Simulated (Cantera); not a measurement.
A closed system holds: 1 mol TiN, 2.1 mol H2O, equilibrated at 2048.15 K and 6.40 mbar.

Cantera equilibrium calculation (NASA polynomials, part measured and part estimated; ideal gas, pure solids and liquids). Candidate condensed phases: H2O, Ti, TiN, TiO, TiO2, Ti2O3, Ti3O5, Ti4O7; 27 gas species. Condensed phases not in the tables: Magnéli phases beyond Ti4O7. The numbers say what is thermodynamically allowed, not how fast it happens.

Base state: H2 0.654, N2 0.190, H2O 0.133, H 0.0227, OH 0.000500, TiO2 5.94e-5, O 1.25e-5 (mole fractions); condensed: Ti4O7(l).

What changes in the equilibrium state with this change: temperature from 2048.15 K to 1498.15 K?


```json
[
 {"species": "H2", "before": "0.654", "after": "0.769"},
 {"species": "N2", "before": "0.190", "after": "0.192"},
 {"species": "H2O", "before": "0.133", "after": "0.0385"},
 {"species": "H", "before": "0.0227", "after": "0.000189"},
 {"species": "TiO2", "before": "5.94e-5", "after": "<1e-9"},
 {"species": "O", "before": "1.25e-5", "after": "<1e-9"},
 {"species": "OH", "before": "0.000500", "after": "2.68e-7"},
 {"species": "Ti4O7(l), mol", "before": "0.250", "after": "0"},
 {"species": "TiO2(rutile), mol", "before": "0", "after": "1.00"}
]
```

What changes in the equilibrium state with this change: pressure from 6.40 mbar to 13.3 mbar?


```tsv
species	before	after
H2	0.654	0.660
N2	0.190	0.191
H2O	0.133	0.133
H	0.0227	0.0158
TiO2	5.94e-5	2.85e-5
O	1.25e-5	5.98e-6
OH	0.000500	0.000347
Ti4O7(l), mol	0.250	0.250
```
